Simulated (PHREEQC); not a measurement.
Solution (25 °C and 300 atm): 4.2e-05 mol Ca(HCO3)2 and 0.00035 mol NaF per kg of water. Closed to the air; pH follows from the charge balance.

Model: ion-association model, phreeqc.dat, run in PHREEQC.

- pH = 7.91
- ionic strength = 0.000476 mol/kgw
- total alkalinity = 0.0840 meq/kg

```tsv
species	molality	activity	log γ
F-	0.000350	0.000341	-0.011
Na+	0.000350	0.000342	-0.011
HCO3-	8.19e-5	7.99e-5	-0.011
Ca+2	4.19e-5	3.80e-5	-0.042
CO2	1.58e-6	1.58e-6	0.000
OH-	1.09e-6	1.07e-6	-0.011
CO3-2	4.73e-7	4.29e-7	-0.042
NaF	5.99e-8	5.99e-8	0.000
```

This is a speciation only: nothing precipitates in the calculation. Under pressure, the constants of complexes without a molar volume in the database are unreliable.
